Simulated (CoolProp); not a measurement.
Vapour-liquid equilibrium of R22 (1) + acetone (2) at 0.14 MPa; x and y are mole fractions of (1).

Values from CoolProp's multi-fluid Helmholtz-energy mixture model, Kamei 1995 and Lemmon 2006; pair parameters Bell 2016.

```tsv
x	bubble temperature (°C)	y at the bubble point	dew temperature at overall composition x (°C)	liquid density (mol/L)
0.05	46.0	0.503	64.3	13.15
0.15	26.7	0.782	60.9	13.67
0.25	16.3	0.874	57.3	14.03
0.35	7.9	0.925	53.2	14.37
0.45	-0.1	0.958	48.7	14.71
0.55	-7.9	0.979	43.5	15.05
0.65	-15.5	0.991	37.3	15.39
0.75	-22.4	0.997	29.7	15.69
0.85	-28.1	0.999	19.4	15.93
0.95	-32.2	1.000	2.2	16.05
```

No azeotrope shows between x = 0.05 and 0.95.

Pair parameters are fitted to limited data, so mixtures are less certain than the pure fluids. With so large a gap from Raoult's law the liquid may split in two, which this calculation doesn't test in full.
